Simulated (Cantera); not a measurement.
A closed system holds: 1 mol SiH2Cl2, 0.46 mol O3, 2.5 mol N2, equilibrated at 873.15 K and 28.0 Pa.

Equilibrium computed with Cantera from the NASA thermochemical tables; the gas is ideal and each condensed phase is pure. Candidate condensed phases: H2O, NH4Cl, Si, SiO2, Si2N2O, Si3N4; 47 gas species. N2 is the only nitrogen source here; it is nearly inert below about 1500 K, so the nitride shown seldom forms there in practice. Equilibrium is a limit: real reactors are often held back by kinetics, nucleation or transport.

Base state: N2 0.538, HCl 0.448, H2 0.00906, SiCl4 0.00453 (mole fractions); condensed: SiO2(β-quartz) + Si2N2O(s).

Problem. What changes in the equilibrium state with this change: SiH2Cl2 replaced by TEOS?

Solution. 
```csv
species,before,after
H2,0.00906,0.630
CO,0,0.212
N2,0.538,0.157
HCl,0.448,0
SiCl4,0.00453,0
CO2,0,0.000143
CH4,0,4.97e-5
H2O,3.44e-8,0.000159
"SiO2(β-quartz), mol",0.593,1.00
"Si2N2O(s), mol",0.194,0
"C(graphite), mol",0,4.62
```
The feed counts by its element totals alone. Further candidate phases: C, C6H6, C7H8, C8H18, SiC.
